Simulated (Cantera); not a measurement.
An isothermal, constant-pressure homogeneous reactor starts with CH₄ : H₂O : H₂ = 1 : 1.9 : 0.44 (molar parts), at 1573 K and 2.80 bar.

Computed with Cantera and GRI-Mech 3.0 (53 species, 325 reactions).

x: mole fraction; the columns are a selection and need not sum to one.

```json
[
 {"t (s)": "5.00e-5", "x CH₄": "0.299", "x H₂O": "0.569", "x H₂": "0.132", "x CH₂CO": "<1e-12", "x HO₂": "<1e-12", "x HCO": "5.34e-12", "x CH₂O": "8.86e-8"},
 {"t (s)": "0.000136", "x CH₄": "0.299", "x H₂O": "0.569", "x H₂": "0.132", "x CH₂CO": "1.75e-11", "x HO₂": "<1e-12", "x HCO": "4.01e-11", "x CH₂O": "5.41e-7"},
 {"t (s)": "0.000368", "x CH₄": "0.298", "x H₂O": "0.569", "x H₂": "0.133", "x CH₂CO": "1.11e-9", "x HO₂": "<1e-12", "x HCO": "2.10e-10", "x CH₂O": "2.34e-6"},
 {"t (s)": "0.00100", "x CH₄": "0.295", "x H₂O": "0.568", "x H₂": "0.135", "x CH₂CO": "5.14e-8", "x HO₂": "<1e-12", "x HCO": "5.85e-10", "x CH₂O": "5.68e-6"},
 {"t (s)": "0.00271", "x CH₄": "0.286", "x H₂O": "0.565", "x H₂": "0.143", "x CH₂CO": "9.41e-7", "x HO₂": "<1e-12", "x HCO": "6.67e-10", "x CH₂O": "6.24e-6"},
 {"t (s)": "0.00737", "x CH₄": "0.265", "x H₂O": "0.556", "x H₂": "0.165", "x CH₂CO": "5.82e-6", "x HO₂": "<1e-12", "x HCO": "6.13e-10", "x CH₂O": "5.43e-6"},
 {"t (s)": "0.0200", "x CH₄": "___", "x H₂O": "0.536", "x H₂": "___", "x CH₂CO": "___", "x HO₂": "<1e-12", "x HCO": "5.29e-10", "x CH₂O": "___"},
 {"t (s)": "0.0543", "x CH₄": "0.158", "x H₂O": "0.504", "x H₂": "0.281", "x CH₂CO": "2.65e-5", "x HO₂": "<1e-12", "x HCO": "4.96e-10", "x CH₂O": "2.54e-6"},
 {"t (s)": "0.147", "x CH₄": "0.0990", "x H₂O": "0.464", "x H₂": "0.354", "x CH₂CO": "3.10e-5", "x HO₂": "<1e-12", "x HCO": "7.55e-10", "x CH₂O": "1.45e-6"},
 {"t (s)": "0.400", "x CH₄": "0.0772", "x H₂O": "0.415", "x H₂": "0.408", "x CH₂CO": "2.42e-5", "x HO₂": "<1e-12", "x HCO": "1.69e-9", "x CH₂O": "9.07e-7"},
 {"t (s)": "1.09", "x CH₄": "0.0717", "x H₂O": "___", "x H₂": "___", "x CH₂CO": "___", "x HO₂": "<1e-12", "x HCO": "___", "x CH₂O": "___"},
 {"t (s)": "2.95", "x CH₄": "0.0585", "x H₂O": "0.277", "x H₂": "0.526", "x CH₂CO": "4.76e-6", "x HO₂": "<1e-12", "x HCO": "6.13e-9", "x CH₂O": "3.31e-7"},
 {"t (s)": "8.00", "x CH₄": "0.0383", "x H₂O": "0.218", "x H₂": "0.584", "x CH₂CO": "1.36e-6", "x HO₂": "<1e-12", "x HCO": "8.65e-9", "x CH₂O": "2.10e-7"}
]
```

### Question
Some entries are withheld; supply them.

### Answer

- 0.0200, x CH₄: 0.222
- 0.0200, x H₂: 0.211
- 0.0200, x CH₂CO: 1.59e-5
- 0.0200, x CH₂O: 4.06e-6
- 1.09, x H₂O: 0.349
- 1.09, x H₂: 0.462
- 1.09, x CH₂CO: 1.27e-5
- 1.09, x HCO: 3.54e-9
- 1.09, x CH₂O: 5.67e-7
